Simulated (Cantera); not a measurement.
Charge: 1 mol NiS, 0.55 mol H2, held at 10.0 mbar.

Equilibrium computed with Cantera from the NASA thermochemical tables; the gas is ideal and each condensed phase is pure. Candidate condensed phases: Ni, NiS, NiS2, Ni3S2, Ni3S4, S; 9 gas species. Gases not in the tables: S3 to S7. Rates play no part. All values below are at 998 K.

Base state: H2S 0.579, H2 0.411, S2 0.0103, SH 5.24e-5 (mole fractions); condensed: Ni3S2(s).

**Question.** What changes in the equilibrium state with this change: H2 from 0.55 to 940 mol?

**Answer.** 
| species | before | after |
|---|---|---|
| H2 | 0.411 | 0.999 |
| H2S | 0.579 | 0.00106 |
| SH | 5.24e-5 | 6.17e-8 |
| S2 | 0.0103 | 5.89e-9 |
| Ni3S2(s), mol | 0.333 | 0 |
| Ni(s), mol | 0 | 1.00 |

**Question.** What changes in the equilibrium state with this change: H2 from 0.55 to 110 mol?

**Answer.** 
```json
[
 {"species": "H2", "before": "0.411", "after": "0.997"},
 {"species": "H2S", "before": "0.579", "after": "0.00326"},
 {"species": "SH", "before": "5.24e-5", "after": "1.89e-7"},
 {"species": "S2", "before": "0.0103", "after": "5.54e-8"},
 {"species": "Ni3S2(s), mol", "before": "0.333", "after": "0.321"},
 {"species": "Ni(s), mol", "before": "0", "after": "0.0375"}
]
```
Metal and sulfide melt together well below either melting point, which pure phases cannot show.

**Question.** What changes in the equilibrium state with this change: NiS replaced by PbO?

**Answer.** 
```json
[
 {"species": "H2O", "before": "0", "after": "0.998"},
 {"species": "Pb", "before": "0", "after": "0.00155"},
 {"species": "H2", "before": "0.411", "after": "0.000146"},
 {"species": "H2S", "before": "0.579", "after": "0"},
 {"species": "S2", "before": "0.0103", "after": "0"},
 {"species": "SH", "before": "5.24e-5", "after": "0"},
 {"species": "PbO", "before": "0", "after": "2.85e-5"},
 {"species": "Ni3S2(s), mol", "before": "0.333", "after": "0"},
 {"species": "Pb(l), mol", "before": "0", "after": "0.549"},
 {"species": "PbO(yellow), mol", "before": "0", "after": "0.450"}
]
```
Further candidate phases: H2O, Pb, PbO, PbO2, Pb3O4.
